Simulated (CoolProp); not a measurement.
R113 along the isobar 50.5 bar: fugacity coefficient from the reference equation and from simpler models built on Tc = 214.1 °C, pc = 33.92 bar, ω = 0.253; each cubic takes its own stable root.

Computed with CoolProp (reference Helmholtz-energy equation of state, Marx 1992).

```csv
T (°C),phase,reference
108.15,liquid,0.1122
120.05,liquid,0.1409
131.85,liquid,0.1733
143.75,liquid,0.2099
155.65,liquid,0.2502
167.55,liquid,0.2939
179.35,liquid,0.3402
191.25,liquid,0.3892
203.15,liquid,0.4398
214.95,supercritical,0.4906
226.85,supercritical,0.5408
```

### Question
How far does each simpler model (Redlich-Kwong, Soave-Redlich-Kwong, Peng-Robinson) lie from the reference over these 11 states: mean and median of the absolute difference, and the worst?

### Answer
- Redlich-Kwong: mean 14.2 %, median 12.5 %, worst +33.6 % at 108.15 °C and 50.5 bar
- Soave-Redlich-Kwong: mean 2.6 %, median 2.8 %, worst +3.0 % at 155.65 °C and 50.5 bar
- Peng-Robinson: mean 1.9 %, median 1.6 %, worst -2.8 % at 226.85 °C and 50.5 bar
